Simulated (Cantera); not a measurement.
A closed system holds: 1 mol B2O3, 2.4 mol N2, 14 mol H2, equilibrated at 1350 K and 0.940 bar.

Method: chemical equilibrium by Gibbs-energy minimisation in Cantera with the NASA 1993 tables (ideal gas, pure condensed phases). Candidate condensed phases: B, BN, B2O3, B3O3H3, H2O; 39 gas species. N2 is the only nitrogen source here; it is nearly inert below about 1500 K, so the nitride shown seldom forms there in practice. Mutual solubility and eutectic melting of coexisting phases are not modelled. Gases not in the tables: H3BO3. The numbers say what is thermodynamically allowed, not how fast it happens.

Base state: H2 0.851, N2 0.145, H2O 0.00365, HBO2 0.000341, NH3 2.88e-5, HBO 1.54e-5 (mole fractions); condensed: BN(s) + B2O3(l).

What changes in the equilibrium state with this change: pressure from 0.940 bar to 0.100 bar?


```json
[
 {"species": "H2", "before": "0.851", "after": "0.852"},
 {"species": "N2", "before": "0.145", "after": "0.146"},
 {"species": "H2O", "before": "0.00365", "after": "0.00173"},
 {"species": "HBO2", "before": "0.000341", "after": "0.000721"},
 {"species": "NH3", "before": "2.88e-5", "after": "3.07e-6"},
 {"species": "HBO", "before": "1.54e-5", "after": "6.88e-5"},
 {"species": "BN(s), mol", "before": "0.0416", "after": "0.0225"},
 {"species": "B2O3(l), mol", "before": "0.976", "after": "0.982"}
]
```

What changes in the equilibrium state with this change: 0.11 mol O2 added?


| species | before | after |
|---|---|---|
| H2 | 0.851 | 0.840 |
| N2 | 0.145 | 0.146 |
| H2O | 0.00365 | 0.0131 |
| HBO2 | 0.000341 | 0.000647 |
| (HBO2)3 | 1.50e-6 | 1.02e-5 |
| HBO | 1.54e-5 | 8.05e-6 |
| NH3 | 2.88e-5 | 2.83e-5 |
| BN(s), mol | 0.0416 | 0 |
| B2O3(l), mol | 0.976 | 0.994 |

What changes in the equilibrium state with this change: B2O3 replaced by borazine?


```tsv
species	before	after
H2	0.851	0.876
N2	0.145	0.124
NH3	2.88e-5	2.77e-5
H2O	0.00365	0
HBO2	0.000341	0
HBO	1.54e-5	0
BN(s), mol	0.0416	3.00
B2O3(l), mol	0.976	0
```
The feed counts by its element totals alone.
